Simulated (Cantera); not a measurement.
Gas mixture: 100 % O₂, at 1.80 bar, frozen composition.

Cantera's kinetic-theory transport with the Lennard-Jones parameters of GRI-Mech 3.0, ideal gas; thermal conductivity in the multicomponent form.

D: mixture-averaged diffusion coefficient of that species in the mixture.

| T (K) | ρ (kg/m³) | cp (J/kg/K) | μ (µPa s) | λ (mW/m/K) | Pr | D (cm²/s) CO₂ | D (cm²/s) OH | D (cm²/s) NO |
|---|---|---|---|---|---|---|---|---|
| 400 | 1.73 | 941.4 | 25.6 | 33.9 | 0.712 | 0.149 | 0.300 | 0.191 |
| 600 | 1.15 | 1003 | [?] | [?] | 0.710 | [?] | [?] | [?] |
| 800 | 0.866 | 1055 | 41.4 | 61.5 | 0.710 | 0.499 | 0.969 | 0.620 |
| 1000 | 0.693 | 1090 | 47.9 | 73.7 | 0.709 | 0.730 | 1.41 | 0.901 |
| 1200 | 0.577 | 1114 | 54.0 | 84.9 | 0.708 | 0.992 | 1.90 | 1.22 |
| 1400 | 0.495 | 1134 | [?] | [?] | 0.708 | [?] | [?] | [?] |

Question: Fill in the missing entries.

Answer: 
- 600, μ (µPa s): 34.1
- 600, λ (mW/m/K): 48.1
- 600, D (cm²/s) CO₂: 0.304
- 600, D (cm²/s) OH: 0.598
- 600, D (cm²/s) NO: 0.382
- 1400, μ (µPa s): 59.7
- 1400, λ (mW/m/K): 95.6
- 1400, D (cm²/s) CO₂: 1.28
- 1400, D (cm²/s) OH: 2.46
- 1400, D (cm²/s) NO: 1.58
